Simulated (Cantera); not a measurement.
A freely propagating, adiabatic, planar premixed flame of H₂ : O₂ : N₂ = 1 : 0.357 : 1.34 (molar parts), unburnt at 525 K and 0.560 bar; mixture-averaged transport, grid criteria slope 0.08 and curve 0.16, no radiation.

Cantera simulation using the H2/O2 subset of GRI-Mech 3.0, which has no nitrogen chemistry; the numbers are that mechanism's predictions, not measurements. Burning velocities carry a grid error of a few per cent, more on coarse grids.

Task: What does this change do: O2 0.357 to 0.45 parts?

Result: 
```json
[
 {"quantity": "laminar burning velocity", "before": "666 cm/s", "after": "721 cm/s"},
 {"quantity": "thermal thickness", "before": "0.924 mm", "after": "0.886 mm"},
 {"quantity": "peak x(H₂O₂)", "before": "1.30e-5", "after": "1.57e-5"},
 {"quantity": "peak x(OH)", "before": "0.0127", "after": "0.0233"},
 {"quantity": "peak x(O)", "before": "0.00874", "after": "0.0159"},
 {"quantity": "peak x(HO₂)", "before": "0.000218", "after": "0.000255"}
]
```

Task: What does this change do: inlet temperature 525 to 375 K?

Result: 
```
quantity                    before     after
------------------------  --------  --------
laminar burning velocity  666 cm/s  399 cm/s
thermal thickness         0.924 mm  0.801 mm
peak x(H₂O₂)               1.30e-5   6.23e-5
peak x(OH)                  0.0127    0.0107
peak x(O)                  0.00874   0.00741
peak x(HO₂)               0.000218  0.000320
```

Task: What does this change do: 0.1 parts H2O added?

Result: 
```
quantity                    before     after
------------------------  --------  --------
laminar burning velocity  666 cm/s  639 cm/s
thermal thickness         0.924 mm  0.897 mm
peak x(H₂O₂)               1.30e-5   1.59e-5
peak x(OH)                  0.0127    0.0120
peak x(O)                  0.00874   0.00776
peak x(HO₂)               0.000218  0.000254
```
